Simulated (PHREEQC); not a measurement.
A solution holds 0.13 mol/kgw FeCl3, 0.0068 mol/kgw CuCl2, 0.003 mol/kgw NaH2PO4 and 0.0028 mol/kgw Na2SO4, at 20 °C. Closed to the air; pH follows from the charge balance.

The numbers come from PHREEQC with the ion-association model, wateq4f.dat.

Question: The ionic strength comes out as 0.500 mol/kgw. What activity coefficients do CuCl+, Cu+2, SO4-2, H2PO4-, Fe(SO4)2- get?

Answer: CuCl+ 0.65, Cu+2 0.25, SO4-2 0.21, H2PO4- 0.69, Fe(SO4)2- 0.73.

This is a speciation only: nothing precipitates in the calculation. Saturation is exceeded, for instance for Strengite, Hematite (slow to form); the values hold only as long as no solid forms. Complexes and solids missing from the database can't appear. H3PO4, which wateq4f.dat lacks, is added to it with the constant of phreeqc.dat. The database has no phosphate complexes of Cu.
